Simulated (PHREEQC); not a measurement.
0.05 mol of ZnCO3:H2O (ZnCO3:H2O) is brought to equilibrium with 1 kg of water holding 0.03 mol NaCl, at 25 °C, the pH being set by adding NaOH or HCl. Oxygen alone is held at its pressure in air (log pO2 = -0.68). The system is closed to CO2. The run lets ZnCO3:H2O, Zincite(c), Zn5(OH)8Cl2, Nahcolite, Natron precipitate or redissolve, and no other solid.

The numbers come from PHREEQC with the ion-association model, wateq4f.dat.

Predict dissolved Zn (mol/kgw), dissolved C (mol/kgw), Zincite(c) (mol), Zn+2 (mol/kgw) at pH = 7.5, 8.44.


```csv
pH,dissolved Zn (mol/kgw),dissolved C (mol/kgw),Zincite(c) (mol),Zn+2 (mol/kgw)
7.5,0.000294,0.000355,6.07e-5,0.000255
8.44,3.18e-5,0.00292,0.00289,3.41e-6
```

Complexes and solids missing from the database can't appear. The database's zinc carbonate complexes are estimates, stronger than later reviews accept.
